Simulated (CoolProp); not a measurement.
A Linde-Hampson liquefier for carbon monoxide: isothermal reversible compression at 250 K from 1 atm to 5 MPa, throttling to 1 atm, return gas leaving the recuperator 5 K below the feed. Each further row changes one setting.

Model: reference Helmholtz-energy equation of state, Lemmon 2006, in CoolProp. It is a short technical equation, of lower accuracy than the large ones.

```json
[
 {"case": "as stated", "liquid yield per pass": "…", "compression work (kJ/kg of gas)": "286"},
 {"case": "high pressure 10 MPa", "liquid yield per pass": "…", "compression work (kJ/kg of gas)": "335"},
 {"case": "warm-end temperature 280 K", "liquid yield per pass": "0.021", "compression work (kJ/kg of gas)": "…"},
 {"case": "warm-end gap 10 K", "liquid yield per pass": "…", "compression work (kJ/kg of gas)": "286"}
]
```

What belongs in the gaps?


- as stated, liquid yield per pass: 0.032
- high pressure 10 MPa, liquid yield per pass: 0.074
- warm-end temperature 280 K, compression work (kJ/kg of gas): 322
- warm-end gap 10 K, liquid yield per pass: 0.019
